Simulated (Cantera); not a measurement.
Charge: 1 mol n-butane, 1.7 mol CO2, 0.19 mol N2, equilibrated at 1225 °C and 0.100 bar.

Cantera equilibrium calculation (NASA polynomials, part measured and part estimated; ideal gas, pure solids and liquids). Candidate condensed phases: C, C6H6, C7H8, C8H18, H2O; 136 gas species. Equilibrium is a limit: real reactors are often held back by kinetics, nucleation or transport.

What is the equilibrium state?


```json
{
  "x(H2)": "0.582",
  "x(CO)": "0.396",
  "x(N2)": "0.0221",
  "x(HCN)": "0.000118",
  "x(CH4)": "8.78e-5",
  "x(H)": "4.15e-5",
  "x(H2O)": "4.01e-5",
  "x(CO2)": "1.06e-5",
  "x(C2H2 (acetylene))": "5.13e-6",
  "n(C(graphite))": "2.30 mol",
  "gas_amount": "8.589 mol"
}
```
